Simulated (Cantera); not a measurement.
An adiabatic, constant-volume homogeneous reactor starts with CO : H₂ : CH₄ : O₂ : N₂ = 1 : 0.19 : 0.28 : 0.679 : 2.55 (molar parts), at 1350 K and 12.8 atm.

Computed with Cantera and GRI-Mech 3.0 (53 species, 325 reactions). The pressure lies above the range GRI-Mech 3.0 was tuned for (to about 10 atm). Above 3000 K some thermodynamic fits are extrapolated.

Problem. Predict: time of steepest temperature rise; temperature at 1.00 s; equilibrium temperature; x(CO) at 1.00 s; x(H₂) at 1.00 s; x(CH₂O) at 1.00 s; x(NO) at 1.00 s.

Solution. 
- time of steepest temperature rise = 67.3 µs
- temperature at 1.00 s = 3081 K
- equilibrium temperature = 3081 K
- x(CO) at 1.00 s = 0.183 (gas-phase equilibrium 0.183)
- x(H₂) at 1.00 s = 0.0318 (gas-phase equilibrium 0.0318)
- x(CH₂O) at 1.00 s = 6.94e-8 (gas-phase equilibrium 6.94e-8)
- x(NO) at 1.00 s = 0.00399 (gas-phase equilibrium 0.00399)
